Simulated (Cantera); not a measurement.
Feed: 1 mol Al2O3, 33 mol HCl, 1.2 mol O2, equilibrated at 1250 K and 2.10 Pa.

Method: chemical equilibrium by Gibbs-energy minimisation in Cantera with the NASA 1993 tables (ideal gas, pure condensed phases). Candidate condensed phases: Al, AlCl3, Al2O3, H2O; 29 gas species. Equilibrium is a limit: real reactors are often held back by kinetics, nucleation or transport.

Base state: HCl 0.888, Cl 0.0607, H2O 0.0316, O2 0.0188, Cl2 0.00127, OH 2.61e-5 (mole fractions); condensed: Al2O3(s).

Problem. What changes in the equilibrium state with this change: pressure from 2.10 Pa to 1.70 mbar?

Solution. 
```
species         before    after
-------------  -------  -------
HCl              0.888    0.913
H2O             0.0316   0.0269
Cl              0.0607   0.0234
Cl2            0.00127   0.0153
O2              0.0188   0.0217
OH             2.61e-5  8.33e-6
Al2O3(s), mol    1.000    1.000
```
